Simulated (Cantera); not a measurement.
A closed system holds: 1 mol SiH2Cl2, 2.4 mol NH3, 0.97 mol N2, at 575 °C and 1.33 mbar.

These are equilibrium values from Cantera (NASA tables, ideal gas, pure condensed phases), not measurements of a reactor. Candidate condensed phases: NH4Cl, Si, Si3N4; 28 gas species. The numbers say what is thermodynamically allowed, not how fast it happens.

Base state: H2 0.515, HCl 0.267, N2 0.214, SiCl4 0.00370, SiHCl3 1.16e-5 (mole fractions); condensed: Si3N4(s).

Q: What changes in the equilibrium state with this change: NH3 from 2.4 to 0.22 mol?

A: 
```tsv
species	before	after
HCl	0.267	0.427
H2	0.515	0.284
N2	0.214	0.208
SiCl4	0.00370	0.0804
SiHCl3	1.16e-5	8.71e-5
Si3N4(s), mol	0.325	0.262
```
